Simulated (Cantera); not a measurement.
A closed system holds: 1 mol MgCO3, 0.12 mol C, 1 mol H2O, held at 0.533 Torr.

Equilibrium computed with Cantera from the NASA thermochemical tables; the gas is ideal and each condensed phase is pure. Candidate condensed phases: C, C6H6, C7H8, C8H18, H2O, Mg, MgCO3, MgO, Mg(OH)2; 116 gas species. Rates play no part. All values below are at 925 K.

Base state: CO2 0.486, H2O 0.401, H2 0.0708, CO 0.0424 (mole fractions); condensed: MgO(s).

Task: What changes in the equilibrium state with this change: H2O from 1 to 0.066 mol?

Result: 
```json
[
 {"species": "CO2", "before": "0.486", "after": "0.760"},
 {"species": "CO", "before": "0.0424", "after": "0.184"},
 {"species": "H2O", "before": "0.401", "after": "0.0374"},
 {"species": "H2", "before": "0.0708", "after": "0.0183"},
 {"species": "MgO(s), mol", "before": "1.00", "after": "1.00"}
]
```

Task: What changes in the equilibrium state with this change: C from 0.12 to 0.091 mol?

Result: 
```
species      before   after
-----------  ------  ------
CO2           0.486   0.490
H2O           0.401   0.423
H2           0.0708  0.0553
CO           0.0424  0.0317
MgO(s), mol    1.00    1.00
```
